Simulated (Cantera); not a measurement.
Cantera run, input and output.

```python
import numpy as np
import cantera as ct

gas = ct.Solution("SiF4_NH3_mec.yaml", "gas")
gas.TPX = 1650, 7200, {'NH3': 1, 'N2': 0.43}
reactor = ct.IdealGasConstPressureReactor(gas, energy="off", clone=False)
net = ct.ReactorNet([reactor])
net.rtol, net.atol = 1e-08, 1e-18
show = ['NH3', 'N2H2', 'N2H4', 'NH', 'N2', 'NH2', 'N']
times = np.geomspace(8e-05, 200, 10)

steps = ct.SolutionArray(gas, extra=["t"])
rows = []
print(f"{'t/s':>10s}{'T/K':>9s}{'P/Pa':>11s}" + "".join(f"{s:>11s}" for s in show))
for t in times:
    while net.time < t:
        t_next = net.step()
        steps.append(gas.state, t=t_next)
    rows.append([np.interp(t, steps.t, y) for y in (steps.T, steps.P, *steps(*show).X.T)])
    print(f"{t:10.3e}{rows[-1][0]:9.1f}{rows[-1][1]:11.4g}" + "".join(f"{x:11.3e}" for x in rows[-1][2:]))
rate = np.gradient(steps.T, steps.t)
print("integrator steps:", len(steps.t))
if steps.T.max() > steps.T[0] + 200:
    print(f"time of steepest temperature rise: {steps.t[rate.argmax()]:.4e} s")
gas.TPX = 1650, 7200, {'NH3': 1, 'N2': 0.43}
gas.equilibrate("TP")
print(f"equilibrium (TP): T = {gas.T:.1f} K  " + "  ".join(f"{s} {gas[s].X[0]:.3e}" for s in show))
```

Result:

```
       t/s      T/K       P/Pa        NH3       N2H2       N2H4         NH         N2        NH2          N
 8.000e-05   1650.0       7200  6.993e-01  3.972e-12  4.277e-13  5.581e-12  3.007e-01  8.119e-07  7.147e-17
 4.111e-04   1650.0       7200  6.993e-01  3.428e-10  1.730e-11  2.907e-10  3.007e-01  4.212e-06  1.795e-14
 2.113e-03   1650.0       7200  6.993e-01  1.478e-08  4.962e-10  1.271e-08  3.007e-01  2.163e-05  3.396e-12
 1.086e-02   1650.0       7200  6.991e-01  4.280e-07  1.199e-08  2.306e-07  3.007e-01  1.056e-04  8.642e-11
 5.580e-02   1650.0       7200  6.973e-01  1.506e-06  4.020e-08  6.015e-07  3.009e-01  1.932e-04  1.031e-09
 2.867e-01   1650.0       7200  6.868e-01  1.477e-06  3.787e-08  7.081e-07  3.021e-01  1.875e-04  5.504e-09
 1.474e+00   1650.0       7200  6.365e-01  1.299e-06  3.126e-08  9.056e-07  3.080e-01  1.703e-04  2.088e-08
 7.573e+00   1650.0       7200  4.497e-01  7.323e-07  1.822e-08  9.301e-07  3.299e-01  1.301e-04  3.693e-08
 3.892e+01   1650.0       7200  1.355e-01  1.259e-07  3.286e-09  5.947e-07  3.668e-01  5.528e-05  3.765e-08
 2.000e+02   1650.0       7200  8.476e-03  2.400e-09  5.020e-11  1.484e-07  3.817e-01  6.855e-06  1.915e-08
integrator steps: 1350
equilibrium (TP): T = 1650.0 K  NH3 8.766e-07  N2H2 3.544e-15  N2H4 9.473e-19  NH 2.678e-11  N2 3.827e-01  NH2 9.354e-10  N 4.573e-12
```

Cantera simulation using the gas-phase N/H chemistry of the illustrative SiF4/NH3 mechanism in the Surface Chemkin manual (1991); the numbers are that mechanism's predictions, not measurements. Walls and surfaces, which speed up NH3 decomposition in real reactors, are not modelled.
